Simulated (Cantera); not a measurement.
Charge: 1 mol Cu₂O, 770 mol H₂, held at 27.0 mbar.

Equilibrium computed with Cantera from the NASA thermochemical tables; the gas is ideal and each condensed phase is pure. Candidate condensed phases: Cu, CuO, Cu(OH)₂, Cu₂O, H₂O; 12 gas species. Kinetics and transport are ignored.

log p: log10 of the partial pressure in bar; n: condensed amount in mol.

```tsv
T (K)	log p H₂	log p H₂O	log p Cu	log p H	log p Cu₂	log p OH	n Cu(s)	n Cu(l)
1023	-1.57	-4.46	-10.42	-9.17	<-13	<-13	2.00	0
1073	-1.57	-4.46	-9.62	-8.64	<-13	<-13	2.00	0
1123	-1.57	-4.46	[?]	[?]	<-13	[?]	2.00	0
1173	-1.57	-4.46	-8.24	-7.71	-12.93	-12.76	2.00	0
1223	-1.57	-4.46	[?]	[?]	[?]	[?]	2.00	0
1273	-1.57	-4.46	-7.08	-6.93	-11.29	-11.76	2.00	0
1323	-1.57	-4.46	-6.57	-6.58	-10.56	-11.31	1.99	0
1373	-1.57	-4.46	-6.10	-6.26	-9.90	-10.90	0	1.98
1423	-1.57	-4.46	-5.68	-5.96	-9.32	-10.51	0	1.94
```

### Question
What belongs in the gaps?

### Answer

- 1223, log p Cu: -7.64
- 1223, log p H: -7.31
- 1223, log p Cu₂: -12.07
- 1223, log p OH: -12.24
- 1123, log p Cu: -8.90
- 1123, log p H: -8.16
- 1123, log p OH: -13.33
